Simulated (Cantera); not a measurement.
Thermodynamics of iron carbonyl, mercury and lead vapours, feed Fe(CO)5 + H2

A closed system holds: 1 mol Fe(CO)5, 20 mol H2, at 133 Pa.

These are equilibrium values from Cantera (NASA tables, ideal gas, pure condensed phases), not measurements of a reactor. Candidate condensed phases: C, C6H6, C7H8, C8H18, Fe, Fe(CO)5, FeO, Fe(OH)2, Fe(OH)3, Fe2O3, Fe3O4, H2O; 114 gas species. Condensed phases not in the tables: cementite and carbon dissolved in iron. The numbers say what is thermodynamically allowed, not how fast it happens.

From 873 K to 973 K the condensed part is C(graphite) + Fe(α). From 1023 K to 1173 K the condensed part is Fe(α).

```csv
T (K),log p H2,log p CO,log p H2O,log p CO2,log p CH4,log p H,n C(graphite),n Fe(α)
873,-2.97,-3.58,-5.92,-6.10,-6.29,-11.82,0.0277,1.00
923,-2.97,-3.58,-6.36,-6.65,-6.58,-11.10,0.00743,1.00
973,-2.97,-3.57,-6.75,-7.15,-6.84,-10.45,0.00191,1.00
1023,-2.97,-3.57,-7.11,-7.59,-7.07,-9.87,0,1.00
1073,-2.97,-3.57,-7.41,-7.98,-7.31,-9.34,0,1.00
1123,-2.97,-3.57,-7.65,-8.29,-7.56,-8.86,0,1.00
1173,-2.97,-3.57,-7.86,-8.57,-7.79,-8.41,0,1.00
```
log p: log10 of the partial pressure in bar; n: condensed amount in mol.
